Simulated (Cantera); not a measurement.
An isothermal, constant-pressure homogeneous reactor starts with 0.395 % CH2O, 0.771 % O2, 98.8 % N2, equivalence ratio 0.51, at 1448 K and 3230 Torr.

Detailed kinetics in Cantera: GRI-Mech 3.0 (53 species, 325 reactions).

One state of this run: x CH2O = <1e-12; x O2 = 0.00375; x HO2 = 1.86e-9; x N2O = 2.06e-8; x O = 5.83e-8; x OH = 2.49e-6; x H2O = 0.00395. x: mole fraction; the columns are a selection and need not sum to one.

Problem. Which value of t (s) does it belong to?
A. 0.400
B. 0.00961
C. 0.115
D. 0.000800

Solution. A, 0.400
